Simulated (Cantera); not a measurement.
Input: 1 mol CuO, 0.87 mol CO, 0.55 mol N2, at 320 Pa.

Method: chemical equilibrium by Gibbs-energy minimisation in Cantera with the NASA 1993 tables (ideal gas, pure condensed phases). Candidate condensed phases: C, Cu, CuO, Cu2O; 27 gas species. Kinetics and transport are ignored.

Problem. At 1798 K, list the 6 most abundant gas species with their mole fractions, and the condensed phases.

Solution. CO2 0.478, N2 0.307, Cu 0.165, O2 0.0397, CO 0.00854, NO 0.00112. Condensed: Cu(l).
